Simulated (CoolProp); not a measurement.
The fluid at 230.14 K and 5.31 MPa is throttled through a valve to 0.584 MPa with no heat exchange. The same conditions are run with several fluids, on thermodynamics alone (safety and materials aside).

Values from CoolProp's reference Helmholtz-energy equation of state of each fluid (ethanol: Schroeder 2014; nitrous oxide: Lemmon 2006; n-perfluoropentane: Gao 2022; R407C: Lemmon 2003; R410A: Lemmon 2003). Blends and air are pseudo-pure fits.

```csv
fluid,temperature change (K),final phase,final density (kg/m³)
ethanol,___,liquid,___
nitrous oxide,-9.6,"two-phase, vapour fraction 0.056",___
n-perfluoropentane,+1.8,liquid,___
R407C,+1.3,liquid,___
R410A,+1.2,liquid,1320
```

Question: Complete the blanks.

Answer: 
- ethanol, temperature change (K): +2.1
- ethanol, final density (kg/m³): 842
- nitrous oxide, final density (kg/m³): 223
- n-perfluoropentane, final density (kg/m³): 1810
- R407C, final density (kg/m³): 1380
